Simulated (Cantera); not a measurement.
## Adiabatic ignition

An adiabatic, constant-volume homogeneous reactor starts with C3H8 : O2 : N2 = 1 : 6.58 : 24.7 (molar parts), equivalence ratio 0.76, at 1473 K and 16.8 atm.

Detailed kinetics in Cantera: GRI-Mech 3.0 (53 species, 325 reactions). GRI-Mech 3.0 was tuned for natural gas; its chemistry of propane as a main component is partial and can be far from experiment. The pressure lies above the range GRI-Mech 3.0 was tuned for (to about 10 atm). Above 3000 K some thermodynamic fits are extrapolated.

```csv
t (s),T (K),P (bar),x C3H8,x O2,x NO2,x CH2,x C2H4
5.00e-6,1473,17.0,0.0286,0.202,<1e-12,2.25e-8,0.00228
1.13e-5,1488,17.3,0.0234,0.198,1.51e-12,5.89e-8,0.00724
2.55e-5,3051,37.1,<1e-12,0.0505,5.75e-6,<1e-12,<1e-12
5.74e-5,3033,36.8,<1e-12,0.0456,2.24e-5,<1e-12,<1e-12
0.000130,3022,36.7,<1e-12,0.0428,3.13e-5,<1e-12,<1e-12
0.000292,3021,36.6,<1e-12,0.0424,3.26e-5,<1e-12,<1e-12
0.000660,3021,36.6,<1e-12,0.0424,3.26e-5,<1e-12,<1e-12
0.00149,3021,36.6,<1e-12,0.0424,3.26e-5,<1e-12,<1e-12
0.00336,3021,36.6,<1e-12,0.0424,3.26e-5,<1e-12,<1e-12
0.00758,3021,36.6,<1e-12,0.0424,3.26e-5,<1e-12,<1e-12
0.0171,3021,36.6,<1e-12,0.0424,3.26e-5,<1e-12,<1e-12
0.0386,3021,36.6,<1e-12,0.0424,3.26e-5,<1e-12,<1e-12
0.0871,3021,36.6,<1e-12,0.0424,3.26e-5,<1e-12,<1e-12
0.196,3021,36.6,<1e-12,0.0424,3.26e-5,<1e-12,<1e-12
0.443,3021,36.6,<1e-12,0.0424,3.26e-5,<1e-12,<1e-12
1.00,3021,36.6,<1e-12,0.0424,3.26e-5,<1e-12,<1e-12
```
x: mole fraction; the columns are a selection and need not sum to one.

time of steepest temperature rise: 18.6 µs
temperature at 1.00 s: 3021 K
equilibrium temperature: 3021 K
x(C3H8) at 1.00 s: <1e-12 (gas-phase equilibrium <1e-12)
x(O2) at 1.00 s: 0.0424 (gas-phase equilibrium 0.0424)
x(NO2) at 1.00 s: 3.26e-5 (gas-phase equilibrium 3.26e-5)
